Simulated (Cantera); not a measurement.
## Al(CH₃)₃ + H₂O + N₂ (aluminium nitride and oxide growth)

Charge: 1 mol Al(CH₃)₃, 9 mol H₂O, 24 mol N₂, at 1298.15 K and 7.50 Torr.

Cantera equilibrium calculation (NASA polynomials, part measured and part estimated; ideal gas, pure solids and liquids). Candidate condensed phases: Al, AlN, Al₂O₃, C, C₆H₆, C₇H₈, C₈H₁₈, H₂O; 148 gas species. The feed counts by its element totals alone. Equilibrium is a limit: real reactors are often held back by kinetics, nucleation or transport.

```yaml
x(N₂): 0.593
x(H₂): 0.236
x(H₂O): 0.0971
x(CO): 0.0600
x(CO₂): 0.0140
x(H): 5.22e-6
n(Al₂O₃(s)): 0.500 mol
gas_amount: 40.50 mol
log10 activity of C(graphite) (absent): -4.87
log10 activity of Al(l) (absent): -14.21
```
